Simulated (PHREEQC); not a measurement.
Solution (50 °C): 0.0033 mol KOH, 1.3e-05 mol Na2SiO3 and 0.001 mol Na2CO3 per kg of water. Closed to the air; pH follows from the charge balance.

Equilibrium calculation in PHREEQC: ion-association model, phreeqc.dat.

This is a speciation only: nothing precipitates in the calculation.

Q: Predict the pH, ionic strength, specific conductance.

A: pH 10.76; ionic strength 0.00604 mol/kgw; specific conductance 1750 µS/cm.

Q: In which forms is Si present?

A: H3SiO4- 93 %, H4SiO4 4.7 %, H2SiO4-2 1.9 % of the Si.

Complexes and solids missing from the database can't appear. Away from 25 °C the constants follow the database's enthalpies or fits; those with neither stay at their 25 °C values.
